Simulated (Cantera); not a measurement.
A closed system holds: 1 mol FeS, 1300 mol H₂, at 7.70 bar.

Method: chemical equilibrium by Gibbs-energy minimisation in Cantera with the NASA 1993 tables (ideal gas, pure condensed phases). Candidate condensed phases: Fe, FeS, FeS₂, S; 8 gas species. Equilibrium is a limit: real reactors are often held back by kinetics, nucleation or transport. All values below are at 1873 K.

Base state: H₂ 0.999, H₂S 0.000752, H 0.000232, SH 1.68e-5, Fe 1.03e-5 (mole fractions); condensed: Fe(l).

Problem. What changes in the equilibrium state with this change: pressure from 7.70 bar to 96.0 Pa?

Solution. 
```csv
species,before,after
H₂,0.999,0.978
H,0.000232,0.0206
Fe,1.03e-5,0.000760
S,1.50e-7,0.000243
S₂,1.01e-7,3.32e-5
"Fe(l), mol",0.987,0
```
